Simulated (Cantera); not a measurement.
Stirred combustor or abatement burner

A perfectly stirred reactor is fed with 4.30 % C2H6, 13.7 % O2, 80.8 % N2, 1.20 % H2O, equivalence ratio 1.1, at 263 Torr; it is adiabatic with a 350 K inlet, and is followed from long to short residence time, starting on the burning branch (τ in s: 0.44, 0.15, 0.054, 0.019, 0.0065, 0.0023, 0.00078, 0.00027, 9.5e-05, 3.3e-05, 1.1e-05).

Model: GRI-Mech 3.0 (53 species, 325 reactions), integrated in Cantera.

| τ (s) | T (K) | x C2H6 | x O2 | x NO | x CH2 | x C2H2 | x N2O | x H2O |
|---|---|---|---|---|---|---|---|---|
| 0.44 | 1796 | 6.22e-7 | 0.000750 | 0.000143 | 1.28e-7 | 3.73e-6 | 1.18e-8 | 0.125 |
| 0.15 | 1779 | 1.34e-6 | 0.00141 | 0.000144 | 2.45e-7 | 4.55e-6 | 1.49e-8 | 0.124 |
| 0.054 | 1756 | 2.83e-6 | 0.00232 | 0.000129 | 4.47e-7 | 5.51e-6 | 1.73e-8 | 0.122 |
| 0.019 | 1726 | 6.34e-6 | 0.00357 | 0.000104 | 8.29e-7 | 7.04e-6 | 1.87e-8 | 0.120 |
| 0.0065 | 1689 | 1.57e-5 | 0.00524 | 7.45e-5 | 1.64e-6 | 1.03e-5 | 1.97e-8 | 0.118 |
| 0.0023 | 1647 | 4.34e-5 | 0.00781 | 4.90e-5 | 3.61e-6 | 1.91e-5 | 2.05e-8 | 0.117 |
| 0.00078 | 350 | 0.0430 | 0.137 | <1e-12 | <1e-12 | <1e-12 | <1e-12 | 0.0120 |
| 0.00027 | 350 | 0.0430 | 0.137 | <1e-12 | <1e-12 | <1e-12 | <1e-12 | 0.0120 |
| 9.5e-5 | 350 | 0.0430 | 0.137 | <1e-12 | <1e-12 | <1e-12 | <1e-12 | 0.0120 |
| 3.3e-5 | 350 | 0.0430 | 0.137 | <1e-12 | <1e-12 | <1e-12 | <1e-12 | 0.0120 |
| 1.1e-5 | 350 | 0.0430 | 0.137 | <1e-12 | <1e-12 | <1e-12 | <1e-12 | 0.0120 |
x: mole fraction; the columns are a selection and need not sum to one.
